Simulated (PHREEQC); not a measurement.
Consider water at 25 °C with 8.5 mmol/kgw Cu(NO3)2, 3.8 mmol/kgw HNO3 and 89 mmol/kgw Na2SO4. Closed to the air; pH follows from the charge balance.

The numbers come from PHREEQC with the ion-association model, phreeqc.dat.

* **pH**: 2.98
* **ionic strength**: 0.244 mol/kgw
* **specific conductance**: 14900 µS/cm
* **density**: 1.010 g/cm³
* **total alkalinity**: -3.80 meq/kg

| species | molality | activity | log γ |
|---|---|---|---|
| Na+ | 0.163 | 0.120 | -0.132 |
| SO4-2 | 0.0671 | 0.0182 | -0.566 |
| NO3- | 0.0208 | 0.0141 | -0.169 |
| NaSO4- | 0.0150 | 0.0110 | -0.134 |
| CuSO4 | 0.00443 | 0.00468 | 0.024 |
| Cu+2 | 0.00407 | 0.00126 | -0.510 |
| HSO4- | 0.00249 | 0.00184 | -0.131 |
| H+ | 0.00131 | 0.00104 | -0.102 |
| CuOH+ | 1.72e-8 | 1.21e-8 | -0.153 |

This is a speciation only: nothing precipitates in the calculation.
